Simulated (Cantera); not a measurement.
Feed: 1 mol N₂O, 0.19 mol H₂, equilibrated at 3375 K and 1.50 bar.

These are equilibrium values from Cantera (NASA tables, ideal gas, pure condensed phases), not measurements of a reactor. Candidate condensed phases: H₂O; 24 gas species. Equilibrium is a limit: real reactors are often held back by kinetics, nucleation or transport.

Base state: N₂ 0.535, O₂ 0.148, O 0.112, OH 0.0594, NO 0.0494, H₂O 0.0435, H 0.0406, H₂ 0.0127 (mole fractions); condensed: gas only.

Question: What changes in the equilibrium state with this change: H₂ from 0.19 to 3.1 mol?

Answer: 
```json
[
 {"species": "H₂", "before": "0.0127", "after": "0.369"},
 {"species": "H", "before": "0.0406", "after": "0.218"},
 {"species": "N₂", "before": "0.535", "after": "0.207"},
 {"species": "O₂", "before": "0.148", "after": "0.00208"},
 {"species": "NO", "before": "0.0494", "after": "0.00364"},
 {"species": "O", "before": "0.112", "after": "0.0132"},
 {"species": "H₂O", "before": "0.0435", "after": "0.149"},
 {"species": "OH", "before": "0.0594", "after": "0.0379"},
 {"species": "NO₂", "before": "2.34e-5", "after": "2.05e-7"},
 {"species": "HO₂", "before": "4.37e-5", "after": "3.31e-6"},
 {"species": "N", "before": "7.15e-5", "after": "4.44e-5"}
]
```
